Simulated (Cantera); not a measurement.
A closed system holds: 1 mol Si3N4, 0.57 mol CO2, 980 mol N2, equilibrated at 180000 Pa.

Equilibrium computed with Cantera from the NASA thermochemical tables; the gas is ideal and each condensed phase is pure. Candidate condensed phases: C, Si, SiC, SiO2, Si2N2O, Si3N4; 34 gas species. Mutual solubility and eutectic melting of coexisting phases are not modelled. Rates play no part.

x: gas mole fraction; n: condensed amount in mol.

```csv
T (°C),x N2,x SiO,x CO,x Si,x SiN,x Si2N,x Si2C,n Si2N2O(s),n Si3N4(s)
1427,0.999,3.26e-6,0.000581,3.43e-9,2.78e-9,4.57e-11,___,0.567,0.621
1477,0.999,1.04e-5,0.000581,1.37e-8,9.50e-9,2.66e-10,___,0.560,0.623
1527,0.999,3.09e-5,0.000581,5.09e-8,3.02e-8,1.40e-9,___,0.540,0.630
1577,0.999,8.67e-5,0.000581,1.75e-7,9.02e-8,6.72e-9,___,0.485,0.648
1627,0.999,0.000230,0.000581,5.65e-7,2.54e-7,2.96e-8,___,0.344,0.695
1677,0.999,0.000579,0.000581,1.71e-6,6.76e-7,1.21e-7,___,0.00215,0.808
1727,0.999,0.000581,0.000581,4.91e-6,1.71e-6,4.57e-7,___,0,0.808
1777,0.999,0.000581,0.000581,1.33e-5,4.15e-6,1.62e-6,___,0,0.803
1827,0.999,0.000581,0.000580,3.46e-5,9.61e-6,5.38e-6,___,0,0.791
```

**Question.** What belongs in the gaps?

**Answer.** 
- 1427, x Si2C: 5.67e-12
- 1477, x Si2C: 2.23e-11
- 1527, x Si2C: 8.08e-11
- 1577, x Si2C: 2.73e-10
- 1627, x Si2C: 8.61e-10
- 1677, x Si2C: 2.56e-9
- 1727, x Si2C: 1.72e-8
- 1777, x Si2C: 1.05e-7
- 1827, x Si2C: 5.86e-7
